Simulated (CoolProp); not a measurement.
A simple Rankine cycle with R22: condensing at 307.15 K, boiler at 3.96 MPa, turbine inlet 397.2 K, turbine efficiency 0.65, pump efficiency 0.6, no recuperator. Each further row changes one setting.

Model: reference Helmholtz-energy equation of state, Kamei 1995, in CoolProp.

```csv
case,thermal efficiency (%),net work (kJ/kg),heat in (kJ/kg),turbine exit temperature (K),volume ratio over the turbine
as stated,7.3,16.1,220,342.4,3.00
turbine inlet 417.2 K,7.6,18.3,241,364.8,2.95
condensing temperature 299.15 K,8.4,19.4,230,334.0,3.67
boiler pressure 2.77 MPa,5.5,12.8,234,363.5,2.06
turbine efficiency 0.55,5.9,13.0,220,346.1,3.05
```
